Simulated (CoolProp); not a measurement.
R22 along the isotherm -6.35 °C: fugacity coefficient from the reference equation and from simpler models built on Tc = 96.1 °C, pc = 4.990 MPa, ω = 0.221; each cubic takes its own stable root.

Computed with CoolProp (reference Helmholtz-energy equation of state, Kamei 1995).

```json
[
 {"p (MPa)": "0.0789", "phase": "gas", "reference": "0.9835"},
 {"p (MPa)": "0.15", "phase": "gas", "reference": "0.9687"},
 {"p (MPa)": "0.284", "phase": "gas", "reference": "0.9407"},
 {"p (MPa)": "0.538", "phase": "liquid", "reference": "0.6884"},
 {"p (MPa)": "1.02", "phase": "liquid", "reference": "0.3684"},
 {"p (MPa)": "1.93", "phase": "liquid", "reference": "0.2000"},
 {"p (MPa)": "3.66", "phase": "liquid", "reference": "0.1111"},
 {"p (MPa)": "6.94", "phase": "liquid", "reference": "0.06453"},
 {"p (MPa)": "13.2", "phase": "liquid", "reference": "0.04074"},
 {"p (MPa)": "25", "phase": "liquid", "reference": "0.03018"}
]
```

Question: How far does each simpler model (van der Waals, Redlich-Kwong, Soave-Redlich-Kwong, Peng-Robinson) lie from the reference over these 10 states: mean and median of the absolute difference, and the worst?

Answer: 
- van der Waals: mean 123.8 %, median 152.1 %, worst +295.6 % at -6.35 °C and 25 MPa
- Redlich-Kwong: mean 29.0 %, median 38.8 %, worst +50.8 % at -6.35 °C and 25 MPa
- Soave-Redlich-Kwong: mean 2.6 %, median 1.7 %, worst +8.4 % at -6.35 °C and 25 MPa
- Peng-Robinson: mean 0.4 %, median 0.3 %, worst -1.7 % at -6.35 °C and 25 MPa

At some of these states van der Waals, Redlich-Kwong gives the other phase, because its saturation line lies elsewhere.
